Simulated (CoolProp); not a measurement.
Saturation properties of propylene glycol.

Values from CoolProp's reference Helmholtz-energy equation of state, Eisenbach 2021.

```csv
T (K),p (MPa),liquid density (kg/m³),vapour density (kg/m³),enthalpy of vaporisation (kJ/kg),liquid cp (kJ/(kg K))
334.9,0.0003079,1004,0.008416,827.9,2.699
347.8,0.0007080,993.7,0.01864,814.5,2.770
360.6,0.001507,983.3,0.03827,801.4,2.840
373.5,0.003027,972.6,0.07426,788.4,2.910
386.4,0.005745,961.7,0.1364,775.5,2.979
399.2,0.01032,950.6,0.2375,762.7,3.047
412.1,0.01781,939.1,0.3976,749.9,3.115
425,0.02950,927.3,0.6404,737.0,3.183
437.8,0.04696,915.3,0.9929,724.0,3.251
450.7,0.07260,902.8,1.498,710.7,3.319
463.5,0.1086,889.9,2.192,697.2,3.387
476.4,0.1588,876.5,3.139,683.1,3.457
```

It boils at 461.2 K under 1 atm.
